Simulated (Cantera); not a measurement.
Standard-state values (1 bar) from the NASA 1993 polynomials, evaluated with Cantera. Values are per mole of reaction as written; species without (g) are pure solids or liquids, kept so even where they would boil at 1 bar.

Q: Between 648 and 1848 K, where is each reaction favourable under standard conditions?
- CF3(g) + F(g) → CF4(g)
- F2(g) + 2 CF2(g) → 2 CF3(g)
- CF2(g) + 2 F(g) → CF4(g)

A: 
- CF3(g) + F(g) → CF4(g): ΔG° is -436 kJ at 648 K and -235 kJ at 1848 K; it stays negative (K > 1). ΔH° is -542 kJ and ΔS° -166 J/K at 1848 K.
- F2(g) + 2 CF2(g) → 2 CF3(g): ΔG° is -476 kJ at 648 K and -293 kJ at 1848 K; it stays negative (K > 1). ΔH° is -568 kJ and ΔS° -149 J/K at 1848 K.
- CF2(g) + 2 F(g) → CF4(g): ΔG° is -715 kJ at 648 K and -347 kJ at 1848 K; it stays negative (K > 1). ΔH° is -910 kJ and ΔS° -305 J/K at 1848 K.
